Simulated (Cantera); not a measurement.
Charge: 1 mol C2F6, 0.045 mol F2, 0.61 mol H2, 0.059 mol HCl, equilibrated at 600 °C and 1.00 Torr.

Method: chemical equilibrium by Gibbs-energy minimisation in Cantera with the NASA 1993 tables (ideal gas, pure condensed phases). Candidate condensed phases: C, C6H6, C7H8, C8H18; 118 gas species. The feed counts by its element totals alone. Condensed phases not in the tables: fluorocarbon polymer. Gases not in the tables: C2F6 and larger saturated fluorocarbons. Equilibrium is a limit: real reactors are often held back by kinetics, nucleation or transport.

Base state: HF 0.489, CF4 0.487, HCl 0.0232, CClF3 0.000217, Cl2 9.54e-5, Cl 1.19e-5 (mole fractions); condensed: C(graphite).

**Question.** What changes in the equilibrium state with this change: H2 from 0.61 to 2.9 mol?

**Answer.** 
```json
[
 {"species": "HF", "before": "0.489", "after": "0.978"},
 {"species": "CF4", "before": "0.487", "after": "0.0122"},
 {"species": "HCl", "before": "0.0232", "after": "0.00994"},
 {"species": "CClF3", "before": "0.000217", "after": "1.17e-6"},
 {"species": "Cl2", "before": "9.54e-5", "after": "6.94e-7"},
 {"species": "Cl", "before": "1.19e-5", "after": "1.01e-6"},
 {"species": "C(graphite), mol", "before": "0.783", "after": "1.93"}
]
```

**Question.** What changes in the equilibrium state with this change: temperature from 600 °C to 2527 °C?

**Answer.** 
```
species           before     after
----------------  ------  --------
F                  <1e-9     0.694
HF                 0.489     0.197
CF                 <1e-9    0.0513
CF4                0.487   1.15e-7
C3                 <1e-9    0.0237
CF2                <1e-9    0.0111
HCl               0.0232   1.61e-5
H                  <1e-9   0.00597
C                  <1e-9   0.00494
C2                 <1e-9   0.00231
C5                 <1e-9  0.000226
C(graphite), mol   0.783      1.09
```
